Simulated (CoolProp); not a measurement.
Vapour-liquid equilibrium of diethyl ether (1) + n-hexane (2) at 0.213 MPa; x and y are mole fractions of (1).

Computed with CoolProp (multi-fluid Helmholtz-energy mixture model, Thol 2014 and Thol 2019; pair parameters Bell 2016).

| x | bubble temperature, mixture model (°C) | bubble temperature, Raoult's law (°C) | y, mixture model | y, Raoult's law |
|---|---|---|---|---|
| 0.05 | 90.6 | 91.4 | 0.135 | 0.125 |
| 0.15 | 84.3 | 85.8 | 0.338 | 0.328 |
| 0.25 | 79.2 | 80.9 | 0.483 | 0.484 |
| 0.35 | … | 76.6 | … | 0.606 |
| 0.45 | 71.5 | 72.8 | 0.685 | 0.703 |
| 0.55 | 68.4 | 69.4 | 0.760 | 0.782 |
| 0.65 | … | 66.2 | 0.825 | 0.846 |
| 0.75 | 62.9 | 63.4 | 0.882 | 0.900 |
| 0.85 | 60.5 | 60.7 | … | 0.945 |
| 0.95 | 58.3 | 58.3 | 0.979 | 0.983 |

Some entries are withheld; supply them.


- 0.35, bubble temperature, mixture model (°C): 75.1
- 0.35, y, mixture model: 0.595
- 0.65, bubble temperature, mixture model (°C): 65.6
- 0.85, y, mixture model: 0.933

The largest gap from Raoult's law is -1.7 K in bubble temperature, at x = 0.25. No azeotrope shows between x = 0.05 and 0.95.

Pair parameters are fitted to limited data, so mixtures are less certain than the pure fluids.
